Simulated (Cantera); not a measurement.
Source: NASA polynomial tables (part measured, part estimated), evaluated in Cantera. Values are per mole of reaction as written; species without (g) are pure solids or liquids, kept so even where they would boil at 1 bar.

2 HCl(g) + Pb(g) → PbCl2(g) + H2(g)

```
T (K)    ΔH° (kJ)   ΔS° (J/K)    ΔG° (kJ)     log10 K
-----  ----------  ----------  ----------  ----------
1273   (withheld)  (withheld)  (withheld)  (withheld)
1423       -179.3       -92.9       -47.1        1.73
1573       -179.2       -92.8       -33.2        1.10
1723       -179.3       -92.9       -19.2        0.58
1873   (withheld)  (withheld)  (withheld)  (withheld)
2023       -180.1       -93.3         8.7       -0.22
2173       -180.8       -93.6        22.7       -0.55
2323   (withheld)  (withheld)  (withheld)  (withheld)
```

**Question.** Complete the blanks.

**Answer.** 
- 1273, ΔH° (kJ): -179.6
- 1273, ΔS° (J/K): -93.1
- 1273, ΔG° (kJ): -61.0
- 1273, log10 K: 2.50
- 1873, ΔH° (kJ): -179.6
- 1873, ΔS° (J/K): -93.0
- 1873, ΔG° (kJ): -5.3
- 1873, log10 K: 0.15
- 2323, ΔH° (kJ): -181.7
- 2323, ΔS° (J/K): -94.1
- 2323, ΔG° (kJ): 36.8
- 2323, log10 K: -0.83
